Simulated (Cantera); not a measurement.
## Thermal oxidation and active oxidation of silicon: Si + CO2 + H2 + O2

Feed: 1 mol Si, 0.26 mol CO2, a varied amount of H2, 0.037 mol O2, equilibrated at 1798 K and 0.440 Pa.

These are equilibrium values from Cantera (NASA tables, ideal gas, pure condensed phases), not measurements of a reactor. Candidate condensed phases: C, C6H6, C7H8, C8H18, H2O, Si, SiC, SiO2; 123 gas species. The numbers say what is thermodynamically allowed, not how fast it happens.

From 45 mol H2 to 310 mol H2 nothing is condensed. The main Si-bearing gas is Si throughout.

| n(H2) (mol) | log p H2 | log p H | log p Si | log p SiO |
|---|---|---|---|---|
| 45 | -5.44 | -6.17 | -7.23 | -7.53 |
| 78 | -5.44 | -6.17 | -7.47 | -7.77 |
| 110 | -5.43 | -6.17 | -7.62 | -7.91 |
| 140 | -5.43 | -6.17 | -7.72 | -8.02 |
| 180 | -5.43 | -6.17 | -7.83 | -8.13 |
| 210 | -5.43 | -6.17 | -7.89 | -8.19 |
| 240 | -5.43 | -6.17 | -7.95 | -8.25 |
| 280 | -5.43 | -6.17 | -8.02 | -8.32 |
| 310 | -5.43 | -6.17 | -8.06 | -8.36 |
log p: log10 of the partial pressure in bar; nothing condenses.
